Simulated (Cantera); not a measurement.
A Cantera script and its output.

```python
import numpy as np
import cantera as ct

gas = ct.Solution("gri30.yaml")
gas.TPX = 1198, 1100, {'N2O': 1, 'O2': 0.13}
reactor = ct.IdealGasConstPressureReactor(gas, energy="off", clone=False)
net = ct.ReactorNet([reactor])
net.rtol, net.atol = 1e-08, 1e-18
show = ['N2O', 'O2', 'O', 'NO', 'N2', 'NO2']
times = np.geomspace(0.0005, 200, 15)

steps = ct.SolutionArray(gas, extra=["t"])
rows = []
print(f"{'t/s':>10s}{'T/K':>9s}{'P/Pa':>11s}" + "".join(f"{s:>11s}" for s in show))
for t in times:
    while net.time < t:
        t_next = net.step()
        steps.append(gas.state, t=t_next)
    rows.append([np.interp(t, steps.t, y) for y in (steps.T, steps.P, *steps(*show).X.T)])
    print(f"{t:10.3e}{rows[-1][0]:9.1f}{rows[-1][1]:11.4g}" + "".join(f"{x:11.3e}" for x in rows[-1][2:]))
rate = np.gradient(steps.T, steps.t)
print("integrator steps:", len(steps.t))
if steps.T.max() > steps.T[0] + 200:
    print(f"time of steepest temperature rise: {steps.t[rate.argmax()]:.4e} s")
gas.TPX = 1198, 1100, {'N2O': 1, 'O2': 0.13}
gas.equilibrate("TP")
print(f"equilibrium (TP): T = {gas.T:.1f} K  " + "  ".join(f"{s} {gas[s].X[0]:.3e}" for s in show))
```

It prints:

```
       t/s      T/K       P/Pa        N2O         O2          O         NO         N2        NO2
 5.000e-04   1198.0       1100  8.850e-01  1.150e-01  9.892e-07  9.516e-08  1.856e-06  1.620e-15
 1.256e-03   1198.0       1100  8.849e-01  1.150e-01  1.546e-06  4.346e-07  5.505e-06  2.669e-14
 3.157e-03   1198.0       1100  8.849e-01  1.150e-01  1.766e-06  1.533e-06  1.573e-05  3.057e-13
 7.933e-03   1198.0       1100  8.849e-01  1.151e-01  1.776e-06  4.407e-06  4.191e-05  2.483e-12
 1.993e-02   1198.0       1100  8.848e-01  1.151e-01  1.776e-06  1.163e-05  1.077e-04  1.724e-11
 5.008e-02   1198.0       1100  8.845e-01  1.152e-01  1.776e-06  2.978e-05  2.730e-04  1.119e-10
 1.258e-01   1198.0       1100  8.839e-01  1.153e-01  1.776e-06  7.536e-05  6.881e-04  7.034e-10
 3.162e-01   1198.0       1100  8.823e-01  1.158e-01  1.776e-06  1.897e-04  1.729e-03  4.237e-09
 7.946e-01   1198.0       1100  8.784e-01  1.168e-01  1.776e-06  4.758e-04  4.335e-03  2.362e-08
 1.997e+00   1198.0       1100  8.685e-01  1.195e-01  1.776e-06  1.187e-03  1.081e-02  1.128e-07
 5.017e+00   1198.0       1100  8.444e-01  1.260e-01  1.776e-06  2.929e-03  2.668e-02  4.196e-07
 1.261e+01   1198.0       1100  7.874e-01  1.414e-01  1.775e-06  7.037e-03  6.411e-02  1.239e-06
 3.168e+01   1198.0       1100  6.645e-01  1.747e-01  1.773e-06  1.590e-02  1.449e-01  3.233e-06
 7.959e+01   1198.0       1100  4.462e-01  2.338e-01  1.768e-06  3.162e-02  2.884e-01  7.532e-06
 2.000e+02   1198.0       1100  1.819e-01  3.054e-01  1.745e-06  5.059e-02  4.621e-01  1.410e-05
integrator steps: 683
equilibrium (TP): T = 1198.0 K  N2O 1.504e-09  O2 3.864e-01  O 1.433e-07  NO 2.318e-04  N2 6.134e-01  NO2 5.607e-07
```

Detailed kinetics in Cantera: GRI-Mech 3.0 (53 species, 325 reactions). GRI-Mech 3.0 was tuned for natural gas; its chemistry of N2O as a main component is partial and can be far from experiment. Radical loss at walls, strong at low pressure, is not modelled. The mechanism lacks the step 2 NO + O2 → 2 NO2, which can matter for NO2 below about 1400 K. The temperature is held fixed by assumption; the heat of reaction is taken as removed at once.
